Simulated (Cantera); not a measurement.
**NO annealing gas**

An isothermal, constant-pressure homogeneous reactor starts with 87.7 % NO, 12.3 % N2, at 1600 K and 1.01 bar.

Detailed kinetics in Cantera: GRI-Mech 3.0 (53 species, 325 reactions).

```csv
t (s),x NO,x NO2,x O2,x N2O,x N2
2.00e-5,0.877,3.39e-7,2.62e-10,4.80e-7,0.123
7.76e-5,0.877,1.72e-6,1.58e-9,1.86e-6,0.123
0.000301,0.877,7.16e-6,1.09e-8,7.15e-6,0.123
0.00117,0.877,2.90e-5,1.29e-7,2.67e-5,0.123
0.00454,0.877,0.000122,2.95e-6,9.05e-5,0.123
0.0176,0.876,0.000430,9.88e-5,0.000219,0.123
0.0684,0.874,0.000635,0.00118,0.000279,0.124
0.265,0.864,0.000804,0.00577,0.000273,0.129
1.03,0.829,0.00121,0.0228,0.000250,0.146
4.00,0.717,0.00181,0.0785,0.000185,0.202
```
x: mole fraction; the columns are a selection and need not sum to one.

Equilibrium at this temperature and pressure: NO 0.00237, NO2 1.38e-5, O2 0.437, N2O 1.20e-7, N2 0.560 (gas phase only).
